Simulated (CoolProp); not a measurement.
A single-stage vapour-compression cycle with hydrogen sulfide: evaporating at 287.15 K (dew point), condensing at 309.15 K (bubble point), superheat 5 K, subcooling 0 K, compressor efficiency 0.75, no pressure losses. Each further row changes one setting.

The numbers come from the reference Helmholtz-energy equation of state, Lemmon 2006 in CoolProp. It is a short technical equation, of lower accuracy than the large ones.

```
case                              cooling COP  pressure ratio  discharge temperature (K)  refrigerating effect (kJ/kg)  volumetric capacity (kJ/m³)
--------------------------------  -----------  --------------  -------------------------  ----------------------------  ---------------------------
as stated                                8.42            1.72                      344.7                           395                         9830
evaporating temperature 292.15 K         11.3            1.51                        [?]                           396                        11200
condensing temperature 304.15 K          11.2             [?]                        [?]                           407                        10100
subcooling 5 K                            [?]            1.72                      344.7                           407                        10100
superheat 15 K                           8.24            1.72                        [?]                           [?]                          [?]
compressor efficiency 0.65                [?]            1.72                      350.2                           395                         9830
```

**Question.** Some entries are withheld; supply them.

**Answer.** 
- evaporating temperature 292.15 K, discharge temperature (K): 336.9
- condensing temperature 304.15 K, pressure ratio: 1.53
- condensing temperature 304.15 K, discharge temperature (K): 332.8
- subcooling 5 K, cooling COP: 8.67
- superheat 15 K, discharge temperature (K): 356.7
- superheat 15 K, refrigerating effect (kJ/kg): 408
- superheat 15 K, volumetric capacity (kJ/m³): 9630
- compressor efficiency 0.65, cooling COP: 7.30
